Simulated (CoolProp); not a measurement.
Vapour-liquid equilibrium of ethane (1) + hydrogen sulfide (2) at 279.8 K; x and y are mole fractions of (1).

Model: multi-fluid Helmholtz-energy mixture model, Bücker 2006 and Lemmon 2006; pair parameters Kunz 2012, in CoolProp.

```tsv
x	bubble pressure (kPa)	y at the bubble point	dew pressure at overall composition x (kPa)	liquid density (mol/L)
0.05	1549	0.203	1312	23.03
0.15	1969	0.395	1459	21.25
0.25	2235	0.490	1637	19.68
0.35	2416	0.553	1856	18.28
0.45	2552	0.605	2119	17.04
0.55	2662	0.656	2408	15.95
0.65	2750	0.711	2651	15.01
0.75	2812	0.775	2792	14.20
0.85	2840	0.852	2840	13.52
0.95	2823	0.946	2821	12.98
```

y crosses x between x = 0.85 and 0.95: the model has an azeotrope there.

The pair parameters rest on a limited set of measurements; away from them the model extrapolates.
